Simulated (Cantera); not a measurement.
## CaO + HF (oxide etching and cleaning by halides)

Feed: 1 mol CaO, a varied amount of HF, held at 1.40 Pa.

Equilibrium computed with Cantera from the NASA thermochemical tables; the gas is ideal and each condensed phase is pure. Candidate condensed phases: Ca, CaF2, CaO, Ca(OH)2, H2O; 29 gas species. Mutual solubility and eutectic melting of coexisting phases are not modelled. Kinetics and transport are ignored.

Stable condensed phases:

```
T in K \ n(HF) in mol
         4.1 7.1  10  13  16  19  22  25
   1473    A   A   A   A   B   B   B   B
   1448    C   C   C   D   D   D   B   B
   1423    C   C   D   D   D   D   D   D
   1398    C   D   D   D   D   D   D   D
   1373    C   D   D   D   D   D   D   D
   1348    C   D   D   D   D   D   D   D
   1323    D   D   D   D   D   D   D   D
   1298    D   D   D   D   D   D   D   D
   1273    D   D   D   D   D   D   D   D
   1248    D   D   D   D   D   D   D   D
```

A: CaO; B: gas only; C: CaF2 + CaO; D: CaF2.
